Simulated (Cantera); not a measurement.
**Thermodynamics of abatement and gas-phase synthesis, feed H2S + H2**

Input: 1 mol H2S, 8.9 mol H2, at 1430 Torr.

Cantera equilibrium calculation (NASA polynomials, part measured and part estimated; ideal gas, pure solids and liquids). Candidate condensed phases: S; 7 gas species. Gases not in the tables: S3 to S7. Equilibrium is a limit: real reactors are often held back by kinetics, nucleation or transport.

From 1148 K to 2248 K nothing is condensed.

```tsv
T (K)	x H2	x H2S	x S2	x SH	x H
1148	0.899	0.101	5.88e-6	5.99e-6	4.93e-8
1248	0.899	0.101	2.68e-5	2.39e-5	3.21e-7
1348	0.899	0.101	9.72e-5	7.74e-5	1.59e-6
1448	0.899	0.100	0.000294	0.000213	6.34e-6
1548	0.900	0.0989	0.000756	0.000508	2.12e-5
1648	0.901	0.0963	0.00168	0.00108	6.13e-5
1748	0.903	0.0920	0.00326	0.00204	0.000157
1848	0.905	0.0856	0.00552	0.00351	0.000366
1948	0.908	0.0777	0.00826	0.00550	0.000781
2048	0.910	0.0688	0.0111	0.00798	0.00155
2148	0.912	0.0598	0.0138	0.0109	0.00289
2248	0.912	0.0513	0.0159	0.0140	0.00509
```
x: gas mole fraction; nothing condenses.
